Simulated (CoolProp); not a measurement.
Hydrogen sulfide along the isobar 50.6 MPa: fugacity coefficient from the reference equation and from simpler models built on Tc = 373.1 K, pc = 8.999 MPa, ω = 0.101; each cubic takes its own stable root.

Model: reference Helmholtz-energy equation of state, Lemmon 2006, in CoolProp. It is a short technical equation, of lower accuracy than the large ones.

| T (K) | phase | reference | van der Waals | Peng-Robinson |
|---|---|---|---|---|
| 341.3 | liquid | 0.1585 | ? | 0.1495 |
| 355.3 | liquid | 0.1913 | 0.2785 | ? |
| 369.2 | liquid | 0.2261 | 0.3061 | 0.2142 |
| 383.1 | supercritical | 0.2627 | 0.3339 | ? |
| 397.1 | supercritical | 0.3008 | 0.3619 | 0.2862 |
| 411 | supercritical | ? | 0.3895 | 0.3235 |
| 424.9 | supercritical | 0.3787 | 0.4168 | 0.3613 |
| 438.9 | supercritical | 0.4180 | 0.4439 | ? |
| 452.8 | supercritical | 0.4566 | 0.4703 | 0.4364 |
| 466.7 | supercritical | 0.4944 | 0.4961 | 0.4728 |
| 480.7 | supercritical | 0.5315 | ? | 0.5084 |
| 494.6 | supercritical | ? | 0.5459 | 0.5426 |
| 508.6 | supercritical | 0.6012 | 0.5698 | 0.5755 |
| 522.5 | supercritical | 0.6336 | 0.5928 | 0.6067 |
| 536.4 | supercritical | 0.6644 | 0.6149 | 0.6364 |

Some entries are withheld; supply them.


- 341.3, van der Waals: 0.2509
- 355.3, Peng-Robinson: 0.1808
- 383.1, Peng-Robinson: 0.2494
- 411, reference: 0.3395
- 438.9, Peng-Robinson: 0.3992
- 480.7, van der Waals: 0.5215
- 494.6, reference: 0.5670
